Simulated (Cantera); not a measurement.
A perfectly stirred reactor is fed with 42.4 % H2, 35.3 % O2, 22.3 % N2, at 1.00 bar; it is held at 1400 K, and followed from long to short residence time.

Cantera simulation using the H2/O2 subset of GRI-Mech 3.0, which has no nitrogen chemistry; the numbers are that mechanism's predictions, not measurements. The temperature is held fixed by assumption; the heat of reaction is taken as removed at once.

### Question
Predict: x(H2) at τ = 4.80 s; x(O2) at τ = 4.80 s; x(H2O2) at τ = 4.80 s; x(O) at τ = 4.80 s; x(HO2) at τ = 4.80 s; x(H2) at τ = 0.120 s; x(O2) at τ = 0.120 s; x(H2O2) at τ = 0.120 s; x(O) at τ = 0.120 s; x(HO2) at τ = 0.120 s.

### Answer
| Quantity | Result |
|---|---|
| x(H2) at τ = 4.80 s | 2.92e-5 |
| x(O2) at τ = 4.80 s | 0.179 |
| x(H2O2) at τ = 4.80 s | 1.54e-7 |
| x(O) at τ = 4.80 s | 3.22e-6 |
| x(HO2) at τ = 4.80 s | 1.32e-6 |
| x(H2) at τ = 0.120 s | 0.000360 |
| x(O2) at τ = 0.120 s | 0.179 |
| x(H2O2) at τ = 0.120 s | 9.75e-7 |
| x(O) at τ = 0.120 s | 3.73e-5 |
| x(HO2) at τ = 0.120 s | 1.49e-5 |
